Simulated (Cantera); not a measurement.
A counterflow diffusion flame at 0.880 bar, nozzles 20 mm apart: fuel side 66.3 % CH4, 2.98 % C2H6, 2.25 % C3H8, 28.5 % N2 at 325 K, oxidiser side 21.0 % O2, 79.0 % N2 at 300 K, fuel mass flux 0.65 times the oxidiser's; mixture-averaged transport, no radiation.

Cantera simulation using GRI-Mech 3.0 (53 species, 325 reactions); the numbers are that mechanism's predictions, not measurements. GRI-Mech 3.0 has no aromatics or soot, which form on the fuel side of real flames. The maximum strain rate includes the flame's own expansion and is several times the mean.

x: mole fraction; the columns are a selection and need not sum to one.

```
oxidiser flux (kg/m²/s)  max strain (1/s)  mean strain (1/s)  T max (K)  peak x OH  peak x H   peak x NO  peak x CO  peak x C2H2
-----------------------  ----------------  -----------------  ---------  ---------  --------  ----------  ---------  -----------
0.22                                  125               21.5       1988    0.00591   0.00319    0.000186     0.0429       0.0107
0.29                           (withheld)               28.4       1976    0.00588   0.00332    0.000173     0.0429       0.0101
0.38                                  205               37.2       1963    0.00584   0.00344    0.000158     0.0429      0.00953
0.51                           (withheld)               49.9       1949    0.00577   0.00356  (withheld)     0.0430      0.00895
0.67                                  344               65.5       1936    0.00568   0.00366    0.000123     0.0433      0.00834
0.89                                  443               87.0       1918    0.00551   0.00372    0.000103     0.0436      0.00762
1.2                                   577                117       1897    0.00526   0.00373     8.07e-5     0.0440      0.00675
1.5                                   705                147       1876    0.00498   0.00367     6.33e-5     0.0444      0.00596
```

Problem. Complete the blanks.

Solution. 
- 0.29, max strain (1/s): 160
- 0.51, max strain (1/s): 268
- 0.51, peak x NO: 0.000140
